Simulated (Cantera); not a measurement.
Input (Python, Cantera):

```python
import numpy as np
import cantera as ct

gas = ct.Solution("gri30.yaml")
gas.TPX = 1198, 500000, {'CO': 1, 'H2': 0.14, 'CH4': 0.5, 'O2': 2.24, 'N2': 8.43, 'C2H6': 0.049}
reactor = ct.IdealGasConstPressureReactor(gas, energy="on", clone=False)
net = ct.ReactorNet([reactor])
net.rtol, net.atol = 1e-08, 1e-16
show = ['CO', 'H2', 'CH4', 'NO', 'HO2', 'CO2']
times = np.geomspace(8e-06, 2, 14)

steps = ct.SolutionArray(gas, extra=["t"])
rows = []
print(f"{'t/s':>10s}{'T/K':>9s}{'P/Pa':>11s}" + "".join(f"{s:>11s}" for s in show))
for t in times:
    while net.time < t:
        t_next = net.step()
        steps.append(gas.state, t=t_next)
    rows.append([np.interp(t, steps.t, y) for y in (steps.T, steps.P, *steps(*show).X.T)])
    print(f"{t:10.3e}{rows[-1][0]:9.1f}{rows[-1][1]:11.4g}" + "".join(f"{x:11.3e}" for x in rows[-1][2:]))
rate = np.gradient(steps.T, steps.t)
print("integrator steps:", len(steps.t))
if steps.T.max() > steps.T[0] + 200:
    print(f"time of steepest temperature rise: {steps.t[rate.argmax()]:.4e} s")
gas.TPX = 1198, 500000, {'CO': 1, 'H2': 0.14, 'CH4': 0.5, 'O2': 2.24, 'N2': 8.43, 'C2H6': 0.049}
gas.equilibrate("HP")
print(f"equilibrium (HP): T = {gas.T:.1f} K  " + "  ".join(f"{s} {gas[s].X[0]:.3e}" for s in show))
```

Output:

```
       t/s      T/K       P/Pa         CO         H2        CH4         NO        HO2        CO2
 8.000e-06   1198.0      5e+05  8.091e-02  1.133e-02  4.046e-02  1.319e-18  4.970e-08  4.089e-08
 2.081e-05   1198.0      5e+05  8.091e-02  1.133e-02  4.046e-02  5.144e-18  1.714e-07  1.527e-07
 5.414e-05   1198.0      5e+05  8.091e-02  1.133e-02  4.046e-02  3.314e-17  7.006e-07  8.555e-07
 1.409e-04   1198.1      5e+05  8.090e-02  1.132e-02  4.045e-02  9.126e-16  4.419e-06  9.079e-06
 3.664e-04   1209.4      5e+05  8.061e-02  1.134e-02  3.937e-02  2.157e-12  7.823e-05  4.384e-04
 9.533e-04   2635.5      5e+05  1.752e-02  2.299e-03  8.253e-17  2.116e-03  9.671e-06  1.158e-01
 2.480e-03   2627.0      5e+05  1.736e-02  2.287e-03  8.279e-17  7.788e-03  9.072e-06  1.160e-01
 6.452e-03   2621.4      5e+05  1.726e-02  2.281e-03  8.295e-17  1.152e-02  8.683e-06  1.161e-01
 1.678e-02   2620.8      5e+05  1.725e-02  2.280e-03  8.297e-17  1.190e-02  8.643e-06  1.161e-01
 4.366e-02   2620.8      5e+05  1.725e-02  2.280e-03  8.297e-17  1.190e-02  8.643e-06  1.161e-01
 1.136e-01   2620.8      5e+05  1.725e-02  2.280e-03  8.297e-17  1.190e-02  8.643e-06  1.161e-01
 2.955e-01   2620.8      5e+05  1.725e-02  2.280e-03  8.297e-17  1.190e-02  8.643e-06  1.161e-01
 7.688e-01   2620.8      5e+05  1.725e-02  2.280e-03  8.297e-17  1.190e-02  8.643e-06  1.161e-01
 2.000e+00   2620.8      5e+05  1.725e-02  2.280e-03  8.297e-17  1.190e-02  8.643e-06  1.161e-01
integrator steps: 1957
time of steepest temperature rise: 5.8131e-04 s
equilibrium (HP): T = 2620.8 K  CO 1.725e-02  H2 2.280e-03  CH4 1.149e-16  NO 1.190e-02  HO2 8.643e-06  CO2 1.161e-01
```

Model: GRI-Mech 3.0 (53 species, 325 reactions), integrated in Cantera.
